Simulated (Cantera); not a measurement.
A freely propagating, adiabatic, planar premixed flame of 36.2 % H2, 13.9 % O2, 49.9 % N2, equivalence ratio 1.3, unburnt at 350 K and 750 Torr; multicomponent transport, grid criteria slope 0.08 and curve 0.16, no radiation.

Computed with Cantera and the H2/O2 subset of GRI-Mech 3.0, which has no nitrogen chemistry. Burning velocities carry a grid error of a few per cent, more on coarse grids.

x: mole fraction of selected species; z is measured from the peak of heat release.

```csv
z (mm),T (K),u (m/s),x H2,x O2,x H2O2,x H,x O,x OH
-1.06,350,3.75,0.362,0.139,<1e-8,<1e-8,<1e-8,<1e-8
-0.708,350,3.75,0.362,0.139,<1e-8,<1e-8,<1e-8,<1e-8
-0.531,350,3.75,0.362,0.139,<1e-8,<1e-8,<1e-8,<1e-8
-0.354,350,3.75,0.362,0.139,<1e-8,<1e-8,<1e-8,<1e-8
-0.177,360,3.84,0.358,0.140,3.99e-6,1.51e-6,9.12e-7,5.90e-6
-0.0885,…,6.46,…,0.135,…,…,…,…
0,1114,11.1,0.232,0.103,1.22e-5,0.0307,0.00295,0.00220
0.0885,1457,14.3,0.130,0.0443,3.04e-6,0.0629,0.00747,0.00662
0.177,1625,15.9,0.0937,0.0180,1.90e-6,0.0699,0.00768,0.00974
0.354,1783,17.3,0.0875,0.00943,1.03e-6,0.0606,0.00656,0.0120
0.708,1938,18.6,0.0902,0.00672,5.23e-7,0.0464,0.00491,0.0128
1.42,2082,19.7,0.0918,…,…,…,…,0.0122
2.83,2204,20.7,0.0923,0.00248,1.65e-7,0.0226,0.00177,0.0103
```

Fill in the missing entries.


- -0.0885, T (K): 623
- -0.0885, x H2: 0.326
- -0.0885, x H2O2: 0.000103
- -0.0885, x H: 0.00321
- -0.0885, x O: 0.000153
- -0.0885, x OH: 0.00118
- 1.42, x O2: 0.00439
- 1.42, x H2O2: 2.83e-7
- 1.42, x H: 0.0334
- 1.42, x O: 0.00319
